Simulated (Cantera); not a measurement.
A closed system holds: 1 mol Fe2O3, 4.2 mol HCl, 6.8 mol H2, at 0.285 Torr.

Method: chemical equilibrium by Gibbs-energy minimisation in Cantera with the NASA 1993 tables (ideal gas, pure condensed phases). Candidate condensed phases: Fe, FeCl2, FeCl3, FeO, Fe(OH)2, Fe(OH)3, Fe2O3, Fe3O4, H2O; 22 gas species. Mutual solubility and eutectic melting of coexisting phases are not modelled. The tables' stoichiometric FeO is somewhat more stable than real wüstite, so its field is too wide. FeO: taken at fixed stoichiometry. The numbers say what is thermodynamically allowed, not how fast it happens. All values below are at 1500 K.

Base state: H2 0.490, HCl 0.226, H2O 0.205, FeCl2 0.0779, H 0.000632, Fe 0.000395, Cl 0.000234 (mole fractions); condensed: Fe(γ) + FeO(s).

Question: What changes in the equilibrium state with this change: Fe2O3 replaced by MgO?

Answer: 
```
species        before     after
-----------  --------  --------
H2              0.490     0.618
HCl             0.226     0.332
H2O             0.205    0.0249
FeCl2          0.0779         0
MgCl2               0    0.0248
Fe           0.000395         0
Mg                  0   6.55e-5
MgCl                0   1.81e-5
Cl           0.000234  0.000307
H            0.000632  0.000710
Fe(γ), mol      0.397         0
FeO(s), mol     0.741         0
MgO(s), mol         0     0.726
```
Further candidate phases: Mg, MgCl2, MgO, Mg(OH)2.

Question: What changes in the equilibrium state with this change: Fe2O3 replaced by B2O3?

Answer: 
```csv
species,before,after
H2,0.490,0.549
HCl,0.226,0.338
B2O3,0,0.0524
H2O,0.205,0.000644
FeCl2,0.0779,0
HBO2,0,0.0303
HBO,0,0.0141
BOCl,0,0.0116
B2O2,0,0.00269
BO,0,0.000447
Fe,0.000395,0
Cl,0.000234,0.000332
"Fe(γ), mol",0.397,0
"FeO(s), mol",0.741,0
```
The tables' values for BOCl are old estimates; treat these amounts as uncertain. Further candidate phases: B, B2O3, B3O3H3.
